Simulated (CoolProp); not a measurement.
R1132(E) along the isotherm -28.15 °C: fugacity coefficient from the reference equation and from simpler models built on Tc = 75.7 °C, pc = 5.174 MPa, ω = 0.245; each cubic takes its own stable root.

Model: reference Helmholtz-energy equation of state, Akasaka 2024, in CoolProp.

| p (MPa) | phase | reference |
|---|---|---|
| 0.0206 | gas | 0.9954 |
| 0.0468 | gas | 0.9896 |
| 0.106 | gas | 0.9765 |
| 0.242 | gas | 0.9464 |
| 0.551 | liquid | 0.5184 |
| 1.25 | liquid | 0.2332 |
| 2.86 | liquid | 0.1068 |

Question: How far does each simpler model (van der Waals, Soave-Redlich-Kwong, Peng-Robinson) lie from the reference over these 7 states: mean and median of the absolute difference, and the worst?

Answer: 
- van der Waals: mean 74.6 %, median 2.3 %, worst +224.4 % at -28.15 °C and 2.86 MPa
- Soave-Redlich-Kwong: mean 0.7 %, median 0.7 %, worst +1.7 % at -28.15 °C and 2.86 MPa
- Peng-Robinson: mean 0.2 %, median 0.2 %, worst +0.5 % at -28.15 °C and 0.242 MPa

At some of these states van der Waals gives the other phase, because its saturation line lies elsewhere.
